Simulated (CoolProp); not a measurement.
The numbers come from the reference Helmholtz-energy equation of state, Akasaka 2022 in CoolProp.

**Question.** For R1233zd(E), give the phase and the Z, expansivity (1/kK), fugacity coefficient at 450 K and 33.4 MPa.

**Answer.** 
- 450 K and 33.4 MPa: supercritical; Z 1.10, expansivity 1.77, fugacity coefficient 0.238
